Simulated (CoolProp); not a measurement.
1-butene along the isobar 3.21 MPa: Z from the reference equation and from simpler models built on Tc = 146.1 °C, pc = 4.006 MPa, ω = 0.192; each cubic takes its own stable root.

The numbers come from the reference Helmholtz-energy equation of state, Lemmon 2005 in CoolProp. It is a short technical equation, of lower accuracy than the large ones.

| T (°C) | phase | reference | van der Waals | Redlich-Kwong | Soave-Redlich-Kwong |
|---|---|---|---|---|---|
| 25.85 | liquid | 0.1223 | 0.1941 | 0.1353 | 0.1319 |
| 30.05 | liquid | 0.1216 | 0.1930 | 0.1349 | 0.1313 |
| 34.25 | liquid | 0.1211 | 0.1920 | 0.1344 | 0.1308 |
| 38.55 | liquid | 0.1205 | 0.1911 | 0.1341 | 0.1304 |
| 42.75 | liquid | 0.1200 | 0.1902 | 0.1338 | 0.1301 |
| 46.95 | liquid | 0.1196 | 0.1895 | 0.1337 | 0.1298 |
| 51.15 | liquid | 0.1192 | 0.1889 | 0.1336 | 0.1297 |
| 55.35 | liquid | 0.1189 | 0.1884 | 0.1336 | 0.1296 |
| 59.55 | liquid | 0.1186 | 0.1880 | 0.1337 | 0.1296 |
| 63.75 | liquid | 0.1185 | 0.1877 | 0.1339 | 0.1297 |
| 67.95 | liquid | 0.1183 | 0.1876 | 0.1341 | 0.1299 |
| 72.15 | liquid | 0.1183 | 0.1875 | 0.1346 | 0.1303 |
| 76.35 | liquid | 0.1183 | 0.1877 | 0.1351 | 0.1307 |
| 80.55 | liquid | 0.1184 | 0.1880 | 0.1358 | 0.1313 |
| 84.75 | liquid | 0.1186 | 0.1884 | 0.1366 | 0.1321 |
| 88.95 | liquid | 0.1189 | 0.1891 | 0.1376 | 0.1330 |
